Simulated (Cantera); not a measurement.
Cantera run:

```python
import numpy as np
import cantera as ct

gas_names = [...]  # 113 gases of nasa_gas.yaml made of C, H, O, Ta
cond_names = """
    C(gr) C6H6(L) C7H8(L) C8H18(L),n-octa H2O(s) H2O(L) Ta(cr) Ta(L) TaC(s) TaC(L) Ta2O5(s) Ta2O5(L)
""".split()


# ... load() reads the species with a 1 bar reference pressure and builds the phases ...
atoms = {
    'Ta2O5': {'Ta': 2, 'O': 5},
    'CO': {'C': 1, 'O': 1},
    'H2': {'H': 2},
}
top_T = {'C(gr)': 4500}  # K; cautious upper limits of use, not melting points


# ... equilibrate(T, P, feed) seeds the gas with the atoms and calls Mixture.equilibrate('TP', solver="vcs", rtol=1e-11, max_steps=5000) ...
results = []
feed = {'Ta2O5': 1, 'CO': 4.2, 'H2': 0.49}  # mol
P = 100000  # Pa
for T in [1398, 1473, 1548, 1623, 1698, 1773, 1848, 1923, 1998, 2073, 2148, 2223]:
    mix = equilibrate(T, P, feed)
    results.append((T, P, feed, dict(zip(mix.species_names, mix.species_moles))))

top = {s: max(r[3][s] / sum(r[3][g] for g in gas_names) for r in results) for s in gas_names}
cols = sorted((s for s in top if top[s] > 0.001), key=lambda s: -top[s])[:7]
seen = [c for c in cond_names if any(r[3].get(c, 0) > 1e-12 for r in results)]
print("log10 of partial pressures in bar; condensed amounts in mol")
print(f"{'T/K':>10s}" + "".join(f"{s[:9]:>10s}" for s in cols + seen))
for T, P, feed, n in results:
    ng = sum(n[g] for g in gas_names)
    print(f"{T:10.4g}" + "".join(f"{np.log10(max(n[s] / ng * P / 1e5, 1e-99)):10.3f}" for s in cols)
          + "".join(f"{n.get(c, 0):10.4g}" for c in seen))
```

It prints:

```
log10 of partial pressures in bar; condensed amounts in mol
       T/K        CO        H2         H       CO2    TaC(s)  Ta2O5(s)  Ta2O5(L)
      1398    -0.049    -0.983    -5.816    -2.741  0.002994    0.9985         0
      1473    -0.049    -0.983    -5.389    -2.744  0.003092    0.9985         0
      1548    -0.049    -0.983    -5.003    -2.747  0.003169    0.9984         0
      1623    -0.049    -0.983    -4.652    -2.749  0.003242    0.9984         0
      1698    -0.049    -0.984    -4.332    -2.751  0.003314    0.9983         0
      1773    -0.049    -0.984    -4.038    -2.753  0.003384    0.9983         0
      1848    -0.049    -0.984    -3.768    -2.754  0.003455    0.9983         0
      1923    -0.049    -0.985    -3.518    -2.755  0.003524    0.9982         0
      1998    -0.049    -0.986    -3.288    -2.756  0.003592    0.9982         0
      2073    -0.049    -0.987    -3.073    -2.760  0.003631         0    0.9982
      2148    -0.049    -0.988    -2.874    -2.776  0.003564         0    0.9982
      2223    -0.049    -0.990    -2.688    -2.791  0.003493         0    0.9982
```

Cantera equilibrium calculation (NASA polynomials, part measured and part estimated; ideal gas, pure solids and liquids). Mutual solubility and eutectic melting of coexisting phases are not modelled. TaC: taken at fixed stoichiometry. Condensed phases not in the tables: Ta2C.
